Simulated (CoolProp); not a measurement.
A simple Rankine cycle with water: condensing at 311.15 K, boiler at 0.155 MPa, turbine inlet 390.4 K, turbine efficiency 0.8, pump efficiency 0.7, no recuperator. Each further row changes one setting.

Values from CoolProp's reference Helmholtz-energy equation of state, Wagner 2002.

```csv
case,thermal efficiency (%),net work (kJ/kg),heat in (kJ/kg),turbine exit temperature (K),volume ratio over the turbine
as stated,14.5,370,2550,311.2,17.1
turbine inlet 410.4 K,14.6,378,2590,311.2,[?]
condensing temperature 303.15 K,[?],414,2580,303.1,25.7
boiler pressure 0.108 MPa,[?],[?],2550,311.2,12.1
turbine efficiency 0.7,[?],324,2550,311.2,17.5
```

Problem. What belongs in the gaps?

Solution. 
- turbine inlet 410.4 K, volume ratio over the turbine: 16.4
- condensing temperature 303.15 K, thermal efficiency (%): 16.0
- boiler pressure 0.108 MPa, thermal efficiency (%): 13.0
- boiler pressure 0.108 MPa, net work (kJ/kg): 330
- turbine efficiency 0.7, thermal efficiency (%): 12.7

The expansion ends wet for: as stated; turbine inlet 410.4 K; condensing temperature 303.15 K; boiler pressure 0.108 MPa; turbine efficiency 0.7.
